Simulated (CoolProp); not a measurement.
Vapour-liquid equilibrium of propane (1) + n-perfluorobutane (2) at 249.2 K; x and y are mole fractions of (1).

Values from CoolProp's multi-fluid Helmholtz-energy mixture model, Lemmon 2009 and Gao 2022; pair parameters Bell 2016.

```
x     bubble pressure, mixture model (bar)  bubble pressure, Raoult's law (bar)  y, mixture model  y, Raoult's law
----  ------------------------------------  -----------------------------------  ----------------  ---------------
0.05                                0.7659                               0.4679             0.516            0.226
0.2                                      ?                               0.7281                 ?            0.581
0.35                                 1.840                               0.9883             0.828            0.749
0.5                                  1.950                                1.249             0.846            0.847
0.65                                     ?                                1.509             0.858            0.912
0.8                                  2.067                                1.769             0.882            0.957
0.95                                 2.120                                2.029             0.953            0.991
```

Problem. What belongs in the gaps?

Solution. 
- 0.2, bubble pressure, mixture model (bar): 1.522
- 0.2, y, mixture model: 0.777
- 0.65, bubble pressure, mixture model (bar): 2.004

The largest gap from Raoult's law is +109.0 % in bubble pressure, at x = 0.2. No azeotrope shows between x = 0.05 and 0.95.

The pair parameters rest on a limited set of measurements; away from them the model extrapolates. With so large a gap from Raoult's law the liquid may split in two, which this calculation doesn't test in full.
